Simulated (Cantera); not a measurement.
Standard-state values (1 bar) from the NASA 1993 polynomials, evaluated with Cantera. Values are per mole of reaction as written; species without (g) are pure solids or liquids, kept so even where they would boil at 1 bar.

a) 2 C + O₂(g) → 2 CO(g)
b) Ti + O₂(g) → TiO₂
c) Nb + O₂(g) → NbO₂(g)

Task: Order these by ΔG° at 1800 K, most negative first.

Result: b (-621 kJ), a (-539 kJ), c (-243 kJ)
